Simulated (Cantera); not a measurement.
A Cantera script and what it prints.

```python
import numpy as np
import cantera as ct

gas_names = """
    HCL H
""".split()
cond_names = """
    Ca(a) Ca(b) Ca(L) CaCL2(s) CaCL2(L)
""".split()


def load(file, names, dense=False):
    # The tables refer to 1 bar. Condensed volumes are neglected.
    table = {s.name: s for s in ct.Species.list_from_file(file)}
    out = []
    for n in names:
        d = dict(table[n].input_data)
        d["thermo"] = dict(d["thermo"], **{"reference-pressure": 1e5})
        if dense:
            d["equation-of-state"] = {"model": "constant-volume", "density": "1e6 g/cm^3"}
        out.append(ct.Species.from_dict(d))
    return out


species = {s.name: s for s in load("nasa_gas.yaml", gas_names) + load("nasa_condensed.yaml", cond_names)}
# Each term lists the table entries of one substance; the one whose range holds T is used.
reactions = {
    'Ca + 2 HCl(g) = CaCl2 + 2 H(g)':
        [(-1, ['Ca(a)', 'Ca(b)', 'Ca(L)']), (-2, ['HCL']), (1, ['CaCL2(s)', 'CaCL2(L)']), (2, ['H'])],
}


def pick(names, T):
    return next(species[n] for n in names if species[n].thermo.min_temp <= T <= species[n].thermo.max_temp)


results = []
for label, terms in reactions.items():
    print(label)
    print("     T/K   dH/kJ  dS/(J/K)   dG/kJ   log10 K")
    for T in [300, 350, 500, 650, 800, 950, 1100, 1250, 1400, 1550, 1700, 1850]:
        used = [(nu, pick(names, T)) for nu, names in terms]
        dH = sum(nu * s.thermo.h(T) for nu, s in used) / 1e6
        dS = sum(nu * s.thermo.s(T) for nu, s in used) / 1e3
        dG = dH - T * dS / 1e3
        logK = -dG * 1e6 / (ct.gas_constant * T * np.log(10))
        results.append((label, T, dH, dS, dG, logK, [s.name for _, s in used]))
        print(f"{T:8g} {dH:8.1f} {dS:8.1f} {dG:8.1f} {logK:8.2f}")
```

Output:

```
Ca + 2 HCl(g) = CaCl2 + 2 H(g)
     T/K   dH/kJ  dS/(J/K)   dG/kJ   log10 K
     300   -175.1    -82.1   -150.5    26.21
     350   -173.6    -77.3   -146.5    21.87
     500   -168.9    -66.1   -135.8    14.19
     650   -164.3    -58.0   -126.6    10.17
     800   -160.7    -53.1   -118.2     7.72
     950   -156.0    -47.7   -110.7     6.09
    1100   -121.9    -15.0   -105.4     5.00
    1250   -124.2    -17.4   -102.5     4.28
    1400   -118.3    -12.9   -100.3     3.74
    1550   -112.6     -9.0    -98.6     3.32
    1700   -107.0     -5.6    -97.5     3.00
    1850   -101.6     -2.5    -96.9     2.74
```

Standard-state values (1 bar) from the NASA 1993 polynomials, evaluated with Cantera. Condensed species are held in their standard states even where they would react or evaporate.
